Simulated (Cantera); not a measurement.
Charge: 1 mol Si₃N₄, 0.44 mol C, 0.031 mol N₂, held at 2573.15 K and 7.40 bar.

Cantera equilibrium calculation (NASA polynomials, part measured and part estimated; ideal gas, pure solids and liquids). Candidate condensed phases: C, Si, SiC, Si₃N₄; 20 gas species. Mutual solubility and eutectic melting of coexisting phases are not modelled. The tables' values for SiN are old estimates; treat these amounts as uncertain. The numbers say what is thermodynamically allowed, not how fast it happens.

Base state: N₂ 0.998, Si 0.00109, SiN 0.000268, Si₂N 0.000227, Si₂C 0.000187, Si₂ 3.24e-5, SiC₂ 2.78e-5, CN 1.93e-5 (mole fractions); condensed: Si(l) + SiC(s).

What changes in the equilibrium state with this change: temperature from 2573.15 K to 1823 K?


```tsv
species	before	after
N₂	0.998	1.00
CN	1.93e-5	1.64e-8
SiN	0.000268	9.67e-9
Si	0.00109	8.59e-9
Si₂N	0.000227	<1e-9
Si₂C	0.000187	<1e-9
Si(l), mol	2.56	0
SiC(s), mol	0.439	0
C(graphite), mol	0	0.440
Si₃N₄(s), mol	0	1.00
```
